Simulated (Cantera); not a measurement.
What does this Cantera script print?

```python
import numpy as np
import cantera as ct

gas_names = """
    H HO2 H2 H2O H2O2 O OH O2 O3 Si SiH SiH2 SiH3 SiH4 SiO SiO2 Si2 Si3
""".split()
cond_names = """
    H2O(s) H2O(L) Si(cr) Si(L) SiO2(Lqz) SiO2(hqz) SiO2(L)
""".split()


# ... load() reads the species with a 1 bar reference pressure and builds the phases ...
atoms = {
    'SiH4': {'Si': 1, 'H': 4},
    'H2O': {'H': 2, 'O': 1},
}
top_T = {}  # K; cautious upper limits of use, not melting points


# ... equilibrate(T, P, feed) seeds the gas with the atoms and calls Mixture.equilibrate('TP', solver="vcs", rtol=1e-11, max_steps=5000) ...
results = []
feed = {'SiH4': 1, 'H2O': 29}  # mol
P = 13332.2  # Pa
for T in [923, 1023, 1123, 1223, 1323, 1423, 1523, 1623, 1723, 1823, 1923, 2023]:
    mix = equilibrate(T, P, feed)
    results.append((T, P, feed, dict(zip(mix.species_names, mix.species_moles))))
    x = sorted(zip(gas.X, gas.species_names), reverse=True)
    print(f"T = {T:g} K  P = {P:g} Pa  gas = {mix.phase_moles(0):.4g} mol")
    print("   x: " + "  ".join(f"{s} {v:.3e}" for v, s in x if v > 0.0001))
    print("   condensed (mol): " + ("  ".join(f"{mix.phase(i).name} {mix.phase_moles(i):.4g}"
          for i in range(1, mix.n_phases) if mix.phase_moles(i) > 1e-12) or "none"))
```

Output:

```
T = 923 K  P = 13332.2 Pa  gas = 31 mol
   x: H2O 8.710e-01  H2 1.290e-01
   condensed (mol): SiO2(hqz) 1
T = 1023 K  P = 13332.2 Pa  gas = 31 mol
   x: H2O 8.710e-01  H2 1.290e-01
   condensed (mol): SiO2(hqz) 1
T = 1123 K  P = 13332.2 Pa  gas = 31 mol
   x: H2O 8.710e-01  H2 1.290e-01
   condensed (mol): SiO2(hqz) 1
T = 1223 K  P = 13332.2 Pa  gas = 31 mol
   x: H2O 8.710e-01  H2 1.290e-01
   condensed (mol): SiO2(hqz) 1
T = 1323 K  P = 13332.2 Pa  gas = 31 mol
   x: H2O 8.710e-01  H2 1.290e-01
   condensed (mol): SiO2(hqz) 1
T = 1423 K  P = 13332.2 Pa  gas = 31 mol
   x: H2O 8.710e-01  H2 1.290e-01
   condensed (mol): SiO2(hqz) 1
T = 1523 K  P = 13332.2 Pa  gas = 31 mol
   x: H2O 8.710e-01  H2 1.290e-01
   condensed (mol): SiO2(hqz) 1
T = 1623 K  P = 13332.2 Pa  gas = 31 mol
   x: H2O 8.709e-01  H2 1.290e-01
   condensed (mol): SiO2(hqz) 1
T = 1723 K  P = 13332.2 Pa  gas = 31 mol
   x: H2O 8.708e-01  H2 1.290e-01  H 1.794e-04
   condensed (mol): SiO2(L) 1
T = 1823 K  P = 13332.2 Pa  gas = 31.01 mol
   x: H2O 8.705e-01  H2 1.289e-01  H 4.260e-04  OH 2.002e-04
   condensed (mol): SiO2(L) 0.9999
T = 1923 K  P = 13332.2 Pa  gas = 31.02 mol
   x: H2O 8.698e-01  H2 1.287e-01  H 9.257e-04  OH 5.384e-04
   condensed (mol): SiO2(L) 0.9993
T = 2023 K  P = 13332.2 Pa  gas = 31.05 mol
   x: H2O 8.681e-01  H2 1.285e-01  H 1.865e-03  OH 1.312e-03  SiO 1.140e-04
   condensed (mol): SiO2(L) 0.9964
```

Method: chemical equilibrium by Gibbs-energy minimisation in Cantera with the NASA 1993 tables (ideal gas, pure condensed phases). The tables hold silica as quartz up to 1696 K and as liquid above; real silica turns to tridymite and cristobalite and melts near 1996 K. Gases not in the tables: Si(OH)4.
